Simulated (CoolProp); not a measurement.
Dodecamethylpentasiloxane (MD3M) at several states: Z from the reference equation and from simpler models built on Tc = 354.9 °C, pc = 0.9540 MPa, ω = 0.730; each cubic takes its own stable root.

Computed with CoolProp (reference Helmholtz-energy equation of state, Thol 2019).

```csv
T (°C),p (MPa),phase,reference,van der Waals,Peng-Robinson
293.95,0.0368,gas,0.9781,0.9852,0.9784
-9.15,0.0217,liquid,___,0.007917,___
165.55,2.51,liquid,0.3588,___,0.3566
```

Task: Complete the blanks.

Result: 
- -9.15, reference: 0.004214
- -9.15, Peng-Robinson: 0.004528
- 165.55, van der Waals: 0.6123
